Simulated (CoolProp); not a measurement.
Vapour-liquid equilibrium of R125 (1) + R134a (2) at 0.0409 MPa; x and y are mole fractions of (1).

Computed with CoolProp (multi-fluid Helmholtz-energy mixture model, Lemmon 2005 and Tillner-Roth 1994; pair parameters Lemmon 2004).

Q: Give the bubble temperature and the first vapour's composition at x = 0.05, 0.5, 0.65. Is there an azeotrope?

A: x = 0.05: -46.0 °C, y = 0.140; x = 0.5: -57.5 °C, y = 0.765; x = 0.65: -60.1 °C, y = 0.859. No azeotrope shows between x = 0.05 and 0.95.

Pair parameters are fitted to limited data, so mixtures are less certain than the pure fluids.
